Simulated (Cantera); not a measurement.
An adiabatic, constant-pressure homogeneous reactor starts with CH₃OH : O₂ : N₂ : CO₂ = 1 : 1.63 : 6.13 : 1.7 (molar parts), at 1173 K and 10.0 bar. Integrator tolerance rtol = 1e-08.

Cantera simulation using GRI-Mech 3.0 (53 species, 325 reactions); the numbers are that mechanism's predictions, not measurements. GRI-Mech 3.0 was tuned for natural gas; its chemistry of methanol as a main component is partial and can be far from experiment.

### Question
What does this change do: pressure from 10.0 bar to 1.01 bar?

### Answer
```tsv
quantity	before	after
time of steepest temperature rise	2.48 ms	15.2 ms
temperature at 0.800 s	2435 K	2355 K
equilibrium temperature	2435 K	2355 K
x(CH₃OH) at 0.800 s	<1e-12 (gas-phase equilibrium <1e-12)	<1e-12 (gas-phase equilibrium <1e-12)
x(O₂) at 0.800 s	0.0164 (gas-phase equilibrium 0.0164)	0.0212 (gas-phase equilibrium 0.0212)
x(CO₂) at 0.800 s	0.229 (gas-phase equilibrium 0.229)	0.218 (gas-phase equilibrium 0.218)
x(N₂O) at 0.800 s	7.04e-7 (gas-phase equilibrium 7.04e-7)	2.17e-7 (gas-phase equilibrium 2.17e-7)
x(OH) at 0.800 s	0.00465 (gas-phase equilibrium 0.00465)	0.00660 (gas-phase equilibrium 0.00660)
x(C₂H) at 0.800 s	<1e-12 (gas-phase equilibrium <1e-12)	<1e-12 (gas-phase equilibrium <1e-12)
```

### Question
What does this change do: initial temperature 1173 to 1773 K?

### Answer
```
quantity                                                            before                                    after
---------------------------------  ---------------------------------------  ---------------------------------------
time of steepest temperature rise                                  2.48 ms                                  4.42 µs
temperature at 0.800 s                                              2435 K                                   2739 K
equilibrium temperature                                             2435 K                                   2739 K
x(CH₃OH) at 0.800 s                  <1e-12 (gas-phase equilibrium <1e-12)    <1e-12 (gas-phase equilibrium <1e-12)
x(O₂) at 0.800 s                     0.0164 (gas-phase equilibrium 0.0164)    0.0273 (gas-phase equilibrium 0.0273)
x(CO₂) at 0.800 s                      0.229 (gas-phase equilibrium 0.229)      0.195 (gas-phase equilibrium 0.195)
x(N₂O) at 0.800 s                  7.04e-7 (gas-phase equilibrium 7.04e-7)  1.47e-6 (gas-phase equilibrium 1.47e-6)
x(OH) at 0.800 s                   0.00465 (gas-phase equilibrium 0.00465)    0.0124 (gas-phase equilibrium 0.0124)
x(C₂H) at 0.800 s                    <1e-12 (gas-phase equilibrium <1e-12)    <1e-12 (gas-phase equilibrium <1e-12)
```
